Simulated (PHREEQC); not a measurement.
0.55 g of hydrous ferric oxide (600 m²/g; 0.2 weak and 0.005 strong sites per Fe, Dzombak-Morel constants, diffuse double layer) in 1 kg of water with 0.001 mol/kgw of an inert sodium salt and 0.0029 mmol/kgw Ag2SO4, at 25 °C; the pH is set by adding NaOH or the inert anion's acid. O2 is buffered at 0.21 atm. CO2 from the air is kept out. No solid was allowed to form.

Base run: PHREEQC, ion-association model, wateq4f.dat. Each further column changes one thing. The table gives Ag sorbed (%).

| pH | base | no electrostatic term (-no_edl) | background salt from 0.001 to 0.0001 mol/kgw | oxide from 0.55 to 2.8 g/kgw | 0.00036 mol/kgw CuSO4 added |
|---|---|---|---|---|---|
| 4 | 0.4 | 0.0 | 0.4 | 1.6 | 0.1 |
| 5.12 | 5.3 | 0.1 | 5.5 | … | 0.1 |
| 5.88 | 24.0 | 1.6 | 24.6 | … | 0.4 |
| 7 | 79.0 | 63.0 | 79.4 | 95.6 | … |
| 8.12 | 97.9 | 97.9 | 98.0 | 99.7 | 47.5 |
| 8.88 | 99.6 | 99.5 | 99.6 | 99.9 | … |
| 10 | 100.0 | 99.7 | 100.0 | 100.0 | 98.3 |

Task: Some entries are withheld; supply them.

Result: 
- 5.12, oxide from 0.55 to 2.8 g/kgw: 21.8
- 5.88, oxide from 0.55 to 2.8 g/kgw: 62.2
- 7, 0.00036 mol/kgw CuSO4 added: 7.1
- 8.88, 0.00036 mol/kgw CuSO4 added: 82.9

 The database's constant for dissolved Cu(OH)2 is higher than later reviews accept.
